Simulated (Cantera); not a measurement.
A Cantera script and what it prints.

```python
import numpy as np
import cantera as ct

gas_names = """
    Mg MgO Mg2 O O2 O3
""".split()
cond_names = """
    Mg(cr) Mg(L) MgO(s) MgO(L)
""".split()


# ... load() reads the species with a 1 bar reference pressure and builds the phases ...
atoms = {
    'MgO': {'Mg': 1, 'O': 1},
    'O2': {'O': 2},
}
top_T = {}  # K; cautious upper limits of use, not melting points


# ... equilibrate(T, P, feed) seeds the gas with the atoms and calls Mixture.equilibrate('TP', solver="vcs", rtol=1e-11, max_steps=5000) ...
results = []
feed = {'MgO': 1, 'O2': 0.18}  # mol
T = 1123.15  # K
P = 1300  # Pa
mix = equilibrate(T, P, feed)
results.append((T, P, feed, dict(zip(mix.species_names, mix.species_moles))))
print(gas.report(threshold=0.0001))
for i in range(1, mix.n_phases):
    print(f"{mix.phase(i).name:16s} {mix.phase_moles(i):12.5e} mol")
```

Result:

```
       temperature   1123.2 K
          pressure   1300 Pa
           density   0.0044545 kg/m^3
  mean mol. weight   31.998 kg/kmol
   phase of matter   gas

                          1 kg             1 kmol
                     ---------------   ---------------
          enthalpy        8.4472e+05        2.7029e+07  J
   internal energy        5.5288e+05        1.7691e+07  J
           entropy            8868.4        2.8377e+05  J/K
    Gibbs function       -9.1158e+06       -2.9169e+08  J
 heat capacity c_p            1103.6             35313  J/K
 heat capacity c_v            843.76             26999  J/K

                      mass frac. Y      mole frac. X     chem. pot. / RT
                     ---------------   ---------------   ---------------
                O2                 1                 1           -31.235
     [   +5 minor]        1.9368e-08         3.872e-08

Mg(L)             0.00000e+00 mol
MgO(s)            1.00000e+00 mol
```

Method: chemical equilibrium by Gibbs-energy minimisation in Cantera with the NASA 1993 tables (ideal gas, pure condensed phases).
